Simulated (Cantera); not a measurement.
Input: 1 mol SiH₂Cl₂, 0.019 mol Cl₂, 17 mol H₂, 4.2 mol HCl, equilibrated at 652 °C and 3.40 mbar.

Equilibrium computed with Cantera from the NASA thermochemical tables; the gas is ideal and each condensed phase is pure. Candidate condensed phases: Si; 19 gas species. The tables' values for SiCl₃ are old estimates; treat these amounts as uncertain. The numbers say what is thermodynamically allowed, not how fast it happens.

Base state: H₂ 0.853, HCl 0.102, SiCl₄ 0.0435, SiHCl₃ 0.00132, SiCl₃ 0.000150, SiCl₂ 2.05e-5 (mole fractions); condensed: gas only.

**Question.** What changes in the equilibrium state with this change: temperature from 652 °C to 877 °C?

**Answer.** 
```tsv
species	before	after
H₂	0.853	0.823
HCl	0.102	0.133
SiCl₄	0.0435	0.0235
SiCl₂	2.05e-5	0.0126
SiCl₃	0.000150	0.00520
SiH₂Cl₂	3.92e-6	4.69e-5
SiHCl₃	0.00132	0.00297
```
